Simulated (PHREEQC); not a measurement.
Make-up at 25 °C: 0.025 mol/kgw Ni(NO3)2, 0.018 mol/kgw KCl and 0.0012 mol/kgw MnSO4. Closed to the air; pH follows from the charge balance.

All values are PHREEQC results (ion-association model, wateq4f.dat), not measurements.

| quantity | before | after |
|---|---|---|
| pH | 5.94 | 5.98 |
| ionic strength (mol/kgw) | 0.0949 | 0.164 |

Task: Which change was made?
A) Ni(NO3)2 replaced by Fe(NO3)3 at the same molality
B) KCl left out
C) KCl from 0.018 to 0.09 mol/kgw
D) diluted 2-fold with water
E) 0.026 mol/kgw NaCl added

Result: C, KCl from 0.018 to 0.09 mol/kgw

This is a speciation only: nothing precipitates in the calculation.
